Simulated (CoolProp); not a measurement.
Vapour-liquid equilibrium of hydrogen sulfide (1) + n-butane (2) at 739 kPa; x and y are mole fractions of (1).

Computed with CoolProp (multi-fluid Helmholtz-energy mixture model, Lemmon 2006 and Bücker 2006; pair parameters Kunz 2012).

```json
[
 {"x": "0.05", "bubble temperature (K)": "324.7", "y at the bubble point": "0.298", "dew temperature at overall composition x (K)": "(withheld)", "liquid density (mol/L)": "9.470"},
 {"x": "0.15", "bubble temperature (K)": "302.4", "y at the bubble point": "0.639", "dew temperature at overall composition x (K)": "332.3", "liquid density (mol/L)": "10.45"},
 {"x": "0.25", "bubble temperature (K)": "288.8", "y at the bubble point": "0.781", "dew temperature at overall composition x (K)": "327.2", "liquid density (mol/L)": "11.42"},
 {"x": "0.35", "bubble temperature (K)": "280.7", "y at the bubble point": "0.847", "dew temperature at overall composition x (K)": "321.8", "liquid density (mol/L)": "12.46"},
 {"x": "0.45", "bubble temperature (K)": "275.5", "y at the bubble point": "0.884", "dew temperature at overall composition x (K)": "315.9", "liquid density (mol/L)": "13.64"},
 {"x": "0.55", "bubble temperature (K)": "(withheld)", "y at the bubble point": "0.907", "dew temperature at overall composition x (K)": "309.2", "liquid density (mol/L)": "(withheld)"},
 {"x": "0.65", "bubble temperature (K)": "269.3", "y at the bubble point": "0.925", "dew temperature at overall composition x (K)": "301.5", "liquid density (mol/L)": "16.68"},
 {"x": "0.75", "bubble temperature (K)": "267.2", "y at the bubble point": "0.942", "dew temperature at overall composition x (K)": "292.2", "liquid density (mol/L)": "18.64"},
 {"x": "0.85", "bubble temperature (K)": "265.2", "y at the bubble point": "0.959", "dew temperature at overall composition x (K)": "280.3", "liquid density (mol/L)": "20.96"},
 {"x": "0.95", "bubble temperature (K)": "263.3", "y at the bubble point": "(withheld)", "dew temperature at overall composition x (K)": "266.2", "liquid density (mol/L)": "23.65"}
]
```

Complete the blanks.


- 0.05, dew temperature at overall composition x (K): 337.0
- 0.55, bubble temperature (K): 272.0
- 0.55, liquid density (mol/L): 15.03
- 0.95, y at the bubble point: 0.983

No azeotrope shows between x = 0.05 and 0.95.

Pair parameters are fitted to limited data, so mixtures are less certain than the pure fluids.
